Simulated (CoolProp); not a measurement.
A simple Rankine cycle with water: condensing at 314.15 K, boiler at 4.58 MPa, turbine inlet 546.6 K, turbine efficiency 0.7, pump efficiency 0.6, no recuperator. Each further row changes one setting.

The numbers come from the reference Helmholtz-energy equation of state, Wagner 2002 in CoolProp.

```csv
case,thermal efficiency (%),net work (kJ/kg),heat in (kJ/kg),turbine exit temperature (K),volume ratio over the turbine
as stated,24.4,[?],2680,314.1,[?]
turbine inlet 566.6 K,[?],[?],2740,314.1,324
condensing temperature 306.15 K,25.3,[?],2710,306.1,[?]
boiler pressure 3.21 MPa,[?],643,2740,314.1,231
turbine efficiency 0.6,20.9,559,2680,314.1,[?]
```

Question: Fill in the missing entries.

Answer: 
- as stated, net work (kJ/kg): 654
- as stated, volume ratio over the turbine: 339
- turbine inlet 566.6 K, thermal efficiency (%): 24.6
- turbine inlet 566.6 K, net work (kJ/kg): 674
- condensing temperature 306.15 K, net work (kJ/kg): 685
- condensing temperature 306.15 K, volume ratio over the turbine: 508
- boiler pressure 3.21 MPa, thermal efficiency (%): 23.5
- turbine efficiency 0.6, volume ratio over the turbine: 355

The expansion ends wet for: as stated; turbine inlet 566.6 K; condensing temperature 306.15 K; boiler pressure 3.21 MPa; turbine efficiency 0.6.
